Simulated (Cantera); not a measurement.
Feed: 1 mol CuO, 120 mol H₂, at 1598.15 K.

These are equilibrium values from Cantera (NASA tables, ideal gas, pure condensed phases), not measurements of a reactor. Candidate condensed phases: Cu, CuO, Cu(OH)₂, Cu₂O, H₂O; 12 gas species. Kinetics and transport are ignored.

Question: At 0.770 bar, list the 4 most abundant gas species with their mole fractions, and the condensed phases.

Answer: H₂ 0.992, H₂O 0.00833, H 6.05e-5, Cu 5.02e-5. Condensed: Cu(l).
